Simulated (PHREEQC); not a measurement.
A solution holds 0.0075 mol/kgw NiSO4, 0.0001 mol/kgw CaCl2 and 0.034 mol/kgw H2SO4, at 15 °C. Closed to the air; pH follows from the charge balance.

The numbers come from PHREEQC with the ion-association model, wateq4f.dat.

```json
[
 {"quantity": "pH", "before": "1.43", "after": "2.27"},
 {"quantity": "ionic strength (mol/kgw)", "before": "0.0755", "after": "0.0107"},
 {"quantity": "HSO4- (mol/kgw)", "before": "0.0236", "after": "0.000947"},
 {"quantity": "SO4-2 (mol/kgw)", "before": "0.0155", "after": "0.00306"},
 {"quantity": "Ni+2 (mol/kgw)", "before": "0.00513", "after": "0.000606"},
 {"quantity": "NiSO4 (mol/kgw)", "before": "0.00236", "after": "0.000144"},
 {"quantity": "SI of Morenosite (NiSO4:7H2O)", "before": "-2.44", "after": "-3.66"}
]
```

Q: Which change was made?
(A) CaCl2 left out
(B) NiSO4 from 0.0075 to 0.00675 mol/kgw
(C) diluted 10-fold with water
(D) CaCl2 replaced by PbCl2 at the same molality
(E) 0.014 mol/kgw NaOH added

A: C, diluted 10-fold with water

This is a speciation only: nothing precipitates in the calculation.
